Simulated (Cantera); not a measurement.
What does this Cantera script print?

```python
import numpy as np
import cantera as ct

gas = ct.Solution("gri30.yaml")
gas.TPX = 1950, 31000, {'NO': 1, 'N2': 1.1}
reactor = ct.IdealGasConstPressureReactor(gas, energy="off", clone=False)
net = ct.ReactorNet([reactor])
net.rtol, net.atol = 1e-08, 1e-18
show = ['NO', 'O', 'N2O', 'N2', 'O2', 'NO2']
times = np.geomspace(0.0002, 5, 13)

steps = ct.SolutionArray(gas, extra=["t"])
rows = []
print(f"{'t/s':>10s}{'T/K':>9s}{'P/Pa':>11s}" + "".join(f"{s:>11s}" for s in show))
for t in times:
    while net.time < t:
        t_next = net.step()
        steps.append(gas.state, t=t_next)
    rows.append([np.interp(t, steps.t, y) for y in (steps.T, steps.P, *steps(*show).X.T)])
    print(f"{t:10.3e}{rows[-1][0]:9.1f}{rows[-1][1]:11.4g}" + "".join(f"{x:11.3e}" for x in rows[-1][2:]))
rate = np.gradient(steps.T, steps.t)
print("integrator steps:", len(steps.t))
if steps.T.max() > steps.T[0] + 200:
    print(f"time of steepest temperature rise: {steps.t[rate.argmax()]:.4e} s")
gas.TPX = 1950, 31000, {'NO': 1, 'N2': 1.1}
gas.equilibrate("TP")
print(f"equilibrium (TP): T = {gas.T:.1f} K  " + "  ".join(f"{s} {gas[s].X[0]:.3e}" for s in show))
```

Output:

```
       t/s      T/K       P/Pa         NO          O        N2O         N2         O2        NO2
 2.000e-04   1950.0    3.1e+04  4.762e-01  8.628e-06  1.067e-05  5.238e-01  1.755e-07  3.185e-06
 4.651e-04   1950.0    3.1e+04  4.761e-01  1.720e-05  2.312e-05  5.238e-01  9.951e-07  1.153e-05
 1.081e-03   1950.0    3.1e+04  4.760e-01  3.539e-05  4.591e-05  5.238e-01  6.999e-06  3.341e-05
 2.515e-03   1950.0    3.1e+04  4.758e-01  6.357e-05  7.622e-05  5.239e-01  5.270e-05  6.902e-05
 5.848e-03   1950.0    3.1e+04  4.754e-01  7.770e-05  9.616e-05  5.241e-01  2.534e-04  8.664e-05
 1.360e-02   1950.0    3.1e+04  4.743e-01  8.118e-05  9.903e-05  5.247e-01  7.807e-04  9.087e-05
 3.162e-02   1950.0    3.1e+04  4.718e-01  8.620e-05  9.777e-05  5.259e-01  2.017e-03  9.715e-05
 7.354e-02   1950.0    3.1e+04  4.660e-01  9.681e-05  9.484e-05  5.288e-01  4.900e-03  1.101e-04
 1.710e-01   1950.0    3.1e+04  4.525e-01  1.176e-04  8.845e-05  5.355e-01  1.161e-02  1.339e-04
 3.976e-01   1950.0    3.1e+04  4.218e-01  1.546e-04  7.540e-05  5.509e-01  2.690e-02  1.696e-04
 9.247e-01   1950.0    3.1e+04  3.567e-01  2.120e-04  5.238e-05  5.834e-01  5.943e-02  2.026e-04
 2.150e+00   1950.0    3.1e+04  2.422e-01  2.856e-04  2.336e-05  6.407e-01  1.167e-01  1.895e-04
 5.000e+00   1950.0    3.1e+04  1.076e-01  3.525e-04  4.607e-06  7.080e-01  1.840e-01  1.053e-04
integrator steps: 772
equilibrium (TP): T = 1950.0 K  NO 6.921e-03  O 3.948e-04  N2O 2.135e-07  N2 7.583e-01  O2 2.344e-01  NO2 7.640e-06
```

Model: GRI-Mech 3.0 (53 species, 325 reactions), integrated in Cantera.
